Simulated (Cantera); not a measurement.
(CH3)2SiCl2 + HCl + H2 (silicon carbide growth)

Charge: 1 mol (CH3)2SiCl2, 0.08 mol HCl, 14 mol H2, equilibrated at 2400 K.

Method: chemical equilibrium by Gibbs-energy minimisation in Cantera with the NASA 1993 tables (ideal gas, pure condensed phases). Candidate condensed phases: C, C6H6, C7H8, C8H18, Si, SiC; 109 gas species. The feed counts by its element totals alone. The tables' values for SiCl, SiCl3 are old estimates; treat these amounts as uncertain. Gases not in the tables: Si2H6 and higher silanes. The numbers say what is thermodynamically allowed, not how fast it happens.

```tsv
P (Pa)	x H2	x H	x HCl	x Si	x Cl	x SiC2	n C(graphite)	n SiC(s)
100	0.508	0.359	0.0579	0.0341	0.0291	0.00655	1.50	0
220	0.597	0.262	0.0700	0.0351	0.0219	0.00673	1.49	0
460	0.664	0.191	0.0785	0.0345	0.0161	0.00661	1.49	0
1000	0.719	0.135	0.0840	0.0320	0.0112	0.00614	1.48	0
2200	0.772	0.0942	0.0903	0.0186	0.00786	0.00356	1.23	0.373
4600	0.809	0.0667	0.0958	0.00887	0.00563	0.00170	1.04	0.661
10000	0.834	0.0459	0.0996	0.00408	0.00391	0.000783	0.942	0.801
22000	0.851	0.0313	0.102	0.00186	0.00268	0.000356	0.895	0.866
46000	0.861	0.0218	0.104	0.000887	0.00187	0.000170	0.873	0.895
100000	0.868	0.0148	0.105	0.000408	0.00128	7.83e-5	0.860	0.910
```
x: gas mole fraction; n: condensed amount in mol.

From 0.00100 bar to 0.0100 bar the condensed part is C(graphite). From 0.0220 bar to 1.00 bar the condensed part is C(graphite) + SiC(s). The main Si-bearing gas is Si at 0.00100 bar and SiCl2 at 1.00 bar.
